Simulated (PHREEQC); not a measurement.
Acid mine or pickling water

Model water analysis in mg/kgw, 25 °C, pH 2.82, pe 10.7: Na 1530; K 35.9; Ca 6.67; Mg 230; Cl 641; S(6) as SO4 3410; Zn 112; Ni 2.81; O(0) (dissolved oxygen) 0.589; P as PO4 4.75; Cu(2) 0.704.

Cl is adjusted to close the charge balance.
Valence states are taken as typed.

Model: ion-association model, wateq4f.dat, run in PHREEQC.

| Quantity | Value |
|---|---|
| ionic strength | 0.110 mol/kgw |
| total alkalinity | -3.60 meq/kg |

```
species     molality  activity   log γ
----------  --------  --------  ------
Na+           0.0636    0.0494  -0.110
SO4-2         0.0254   0.00917  -0.443
Cl-           0.0228    0.0173  -0.121
Mg+2         0.00517   0.00205  -0.401
MgSO4        0.00429   0.00440   0.011
NaSO4-       0.00290   0.00227  -0.107
H+           0.00184   0.00151  -0.085
HSO4-        0.00175   0.00135  -0.114
K+          0.000864  0.000654  -0.121
Zn+2        0.000852  0.000332  -0.410
ZnSO4       0.000695  0.000713   0.011
Zn(SO4)2-2  0.000147   5.31e-5  -0.441
Ca+2         9.87e-5   3.75e-5  -0.420
CaSO4        6.69e-5   6.86e-5   0.011
```

This is a speciation only: nothing precipitates in the calculation. H3PO4, which wateq4f.dat lacks, is added to it with the constant of phreeqc.dat. The database has no phosphate complexes of Cu, Zn, Ni.
